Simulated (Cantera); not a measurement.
# Equilibrium for fluorocarbon and chlorocarbon gases: CH3Cl + Si

Charge: 1 mol CH3Cl, a varied amount of Si, at 1702 °C and 750 Torr.

Method: chemical equilibrium by Gibbs-energy minimisation in Cantera with the NASA 1993 tables (ideal gas, pure condensed phases). Candidate condensed phases: C, C6H6, C7H8, C8H18, Si, SiC; 109 gas species. The tables' values for SiCl3, SiCl are old estimates; treat these amounts as uncertain. Kinetics and transport are ignored.

| n(Si) (mol) | x H2 | x HCl | x SiCl2 | x SiCl3 | n C(graphite) | n SiC(s) |
|---|---|---|---|---|---|---|
| 0.01 | 0.505 | 0.488 | 0.00409 | 0.000705 | 0.998 | 0 |
| 0.021 | 0.511 | 0.476 | 0.00864 | 0.00145 | 0.998 | 0 |
| 0.044 | 0.524 | 0.452 | 0.0184 | 0.00288 | 0.998 | 0 |
| 0.09 | 0.548 | 0.407 | 0.0372 | 0.00513 | 0.995 | 0.00300 |
| 0.19 | 0.548 | 0.407 | 0.0372 | 0.00513 | 0.895 | 0.103 |
| 0.39 | 0.548 | 0.407 | 0.0372 | 0.00513 | 0.695 | 0.303 |
| 0.81 | 0.548 | 0.407 | 0.0372 | 0.00513 | 0.275 | 0.723 |
x: gas mole fraction; n: condensed amount in mol.

From 0.01 mol Si to 0.044 mol Si the condensed part is C(graphite). From 0.09 mol Si to 0.81 mol Si the condensed part is C(graphite) + SiC(s). The main Si-bearing gas is SiCl2 throughout.
